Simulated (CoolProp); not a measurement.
The fluid at 501.68 K and 0.952 MPa flows at 2.2 m/s in a round tube of 6 mm bore and 15 µm roughness, fully developed (64/Re and Nu = 3.66 if laminar; Colebrook and Gnielinski if turbulent). The same conditions are run with several fluids, on thermodynamics alone (safety and materials aside).

Values from CoolProp's reference Helmholtz-energy equation of state of each fluid (n-butane: Bücker 2006; sulfur hexafluoride: Guder 2009; benzene: Thol 2012; carbon dioxide: Span 1996; ethanol: Schroeder 2014).

| fluid | Reynolds number | Darcy friction factor | pressure drop (Pa/m) | heat-transfer coefficient (W/(m² K)) | mass flow (kg/h) |
|---|---|---|---|---|---|
| n-butane | 14700 | [?] | 181 | 353 | [?] |
| sulfur hexafluoride | [?] | 0.0310 | 423 | 282 | [?] |
| benzene | 20900 | [?] | 245 | [?] | 4.46 |
| carbon dioxide | 5540 | 0.0391 | 160 | 109 | 2.26 |
| ethanol | [?] | 0.0346 | 155 | 237 | [?] |

Question: Fill in the missing entries.

Answer: 
- n-butane, Darcy friction factor: 0.0321
- n-butane, mass flow (kg/h): 3.12
- sulfur hexafluoride, Reynolds number: 18500
- sulfur hexafluoride, mass flow (kg/h): 7.58
- benzene, Darcy friction factor: 0.0305
- benzene, heat-transfer coefficient (W/(m² K)): 347
- ethanol, Reynolds number: 9840
- ethanol, mass flow (kg/h): 2.49

Transport values come from each fluid's own correlations.
